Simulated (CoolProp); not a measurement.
Computed with CoolProp (reference Helmholtz-energy equation of state, Thol 2015).

### Question
Give the vapour pressure (MPa), liquid density (kg/m³), vapour density (kg/m³), enthalpy of vaporisation (kJ/kg) of saturated 1,2-dichloroethane at 172.55 °C.

### Answer
```tsv
T (°C)	p (MPa)	liquid density (kg/m³)	vapour density (kg/m³)	enthalpy of vaporisation (kJ/kg)
172.55	0.886	996	27.6	264
```
